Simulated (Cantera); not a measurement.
An isothermal plug-flow reactor at 875 K and 0.750 bar (inlet), inlet velocity 1 m/s, active area per volume 900 1/m; feed CH4 : O2 : N2 = 0.006 : 0.012 : 0.79 (molar parts), equivalence ratio 1.0.

Model: Deutschmann's 1995 Pt surface mechanism with GRI-Mech 3.0 gas chemistry, integrated in Cantera. Catalytic surfaces can have several steady states; this one follows from the mechanism file's or the stated starting coverage. Mass transfer to the wall is taken as infinitely fast.

Predict: x(CH4) at z = 0.0035 m; x(O2) at z = 0.0035 m; x(H2O) at z = 0.0035 m; x(CO2) at z = 0.0035 m; x(CO) at z = 0.0035 m; θ(free Pt) at the exit; θ(O*) at the exit; θ(OH*) at the exit.


* **x(CH4) at z = 0.0035 m**: 0.00637
* **x(O2) at z = 0.0035 m**: 0.0127
* **x(H2O) at z = 0.0035 m**: 0.00210
* **x(CO2) at z = 0.0035 m**: 0.00105
* **x(CO) at z = 0.0035 m**: 2.13e-6
* **θ(free Pt) at the exit**: 0.178
* **θ(O*) at the exit**: 0.821
* **θ(OH*) at the exit**: 0.00114
